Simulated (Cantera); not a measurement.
Feed: 1 mol CH3SiH3, 0.057 mol HCl, 110 mol H2, equilibrated at 2473 K and 0.133 bar.

Equilibrium computed with Cantera from the NASA thermochemical tables; the gas is ideal and each condensed phase is pure. Candidate condensed phases: C, C6H6, C7H8, C8H18, Si, SiC; 109 gas species. The feed counts by its element totals alone. Gases not in the tables: Si2H6 and higher silanes. Equilibrium is a limit: real reactors are often held back by kinetics, nucleation or transport.

Base state: H2 0.929, H 0.0589, Si 0.00615, C2H2 (acetylene) 0.00342, SiH 0.000596, SiC2 0.000562, Si2C 0.000477, HCl 0.000460 (mole fractions); condensed: gas only.

Question: What changes in the equilibrium state with this change: temperature from 2473 K to 1625 K?

Answer: 
```
species             before     after
----------------  --------  --------
H2                   0.929     0.999
HCl               0.000460  0.000503
H                   0.0589  0.000193
Si                 0.00615   5.86e-7
SiH2              0.000182   3.17e-6
SiC2              0.000562     <1e-9
Si2C              0.000477   2.20e-9
C2H2 (acetylene)   0.00342   2.02e-8
Si2                3.34e-5     <1e-9
SiC(s), mol              0     0.999
```

Question: What changes in the equilibrium state with this change: temperature from 2473 K to 2248.15 K?

Answer: 
```
species        before    after
-----------  --------  -------
H2              0.929    0.977
H              0.0589   0.0199
Si            0.00615  0.00114
C2H           1.47e-5  5.82e-7
SiC2         0.000562  2.94e-5
Si2           3.34e-5  5.27e-6
Si2C         0.000477  7.89e-5
SiC(s), mol         0    0.816
```
